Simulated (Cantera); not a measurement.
A perfectly stirred reactor is fed with C₂H₄ : O₂ : N₂ : H₂O = 1 : 1.88 : 7.05 : 0.82 (molar parts), equivalence ratio 1.6, at 3.80 bar; it is adiabatic with a 475 K inlet, and is followed from long to short residence time, starting on the burning branch (τ in s: 0.27, 0.1, 0.039, 0.015, 0.0056, 0.0021, 0.0008, 0.0003, 0.00011, 4.3e-05, 1.6e-05, 6.2e-06).

Computed with Cantera and GRI-Mech 3.0 (53 species, 325 reactions). GRI-Mech 3.0 was tuned for natural gas; its chemistry of ethylene as a main component is partial and can be far from experiment.

Task: Predict: blow-out, bracketed by the residence times tried; x(C₂H₄) at τ = 0.270 s; x(O₂) at τ = 0.270 s; x(H₂O) at τ = 0.270 s; x(NO) at τ = 0.270 s; x(OH) at τ = 0.270 s; x(C₂H₄) at τ = 0.800 ms; x(O₂) at τ = 0.800 ms; x(H₂O) at τ = 0.800 ms; x(NO) at τ = 0.800 ms; x(OH) at τ = 0.800 ms.

Result: blow-out, bracketed by the residence times tried: burning at 43.0 µs, out at 16.0 µs
x(C₂H₄) at τ = 0.270 s: 1.13e-6
x(O₂) at τ = 0.270 s: 1.50e-5
x(H₂O) at τ = 0.270 s: 0.165
x(NO) at τ = 0.270 s: 5.74e-5
x(OH) at τ = 0.270 s: 0.000194
x(C₂H₄) at τ = 0.800 ms: 0.000115
x(O₂) at τ = 0.800 ms: 0.00128
x(H₂O) at τ = 0.800 ms: 0.168
x(NO) at τ = 0.800 ms: 0.000176
x(OH) at τ = 0.800 ms: 0.000775
